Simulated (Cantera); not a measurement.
Input: 1 mol Si, 0.26 mol N2O, 50 mol N2, at 1.00 bar.

Cantera equilibrium calculation (NASA polynomials, part measured and part estimated; ideal gas, pure solids and liquids). Candidate condensed phases: Si, SiO2, Si2N2O, Si3N4; 16 gas species. Mutual solubility and eutectic melting of coexisting phases are not modelled. Kinetics and transport are ignored. All values below are at 1573 K.

Base state: N2 1.00 (mole fractions); condensed: Si2N2O(s) + Si3N4(s).

Question: What changes in the equilibrium state with this change: 0.13 mol HF added?

Answer: 
```tsv
species	before	after
N2	1.00	0.998
H2	0	0.00124
SiF4	0	0.000525
HF	0	0.000133
SiF3	0	0.000114
Si2N2O(s), mol	0.260	0.260
Si3N4(s), mol	0.160	0.149
```
The tables' values for SiF3, SiF2 are old estimates; treat these amounts as uncertain. Further candidate phases: H2O.
